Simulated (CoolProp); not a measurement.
Properties of toluene at several states (Tc = 318.6 °C, pc = 4.126 MPa, ω = 0.266).

Model: reference Helmholtz-energy equation of state, Lemmon 2006, in CoolProp. It is a short technical equation, of lower accuracy than the large ones.

```csv
T (°C),p (MPa),phase,Z,cv (kJ/(kg K)),Joule-Thomson coefficient (K/MPa),isothermal compressibility (1/MPa),Prandtl number
38.35,15.9,liquid,(withheld),1.309,(withheld),0.0008682,7.06
173.65,10.3,liquid,(withheld),(withheld),-0.2301,0.002567,4.07
316.95,0.798,gas,0.9249,2.036,8.315,1.360,0.734
62.95,1.18,liquid,0.04702,1.379,-0.4054,(withheld),5.66
```

Q: Complete the blanks.

A: 
- 38.35, Z: 0.6559
- 38.35, Joule-Thomson coefficient (K/MPa): -0.4606
- 173.65, Z: 0.3496
- 173.65, cv (kJ/(kg K)): 1.728
- 62.95, isothermal compressibility (1/MPa): 0.001204

Viscosity comes from a separate model (Avgeri 2015). Thermal conductivity comes from a separate model (Assael 2012).
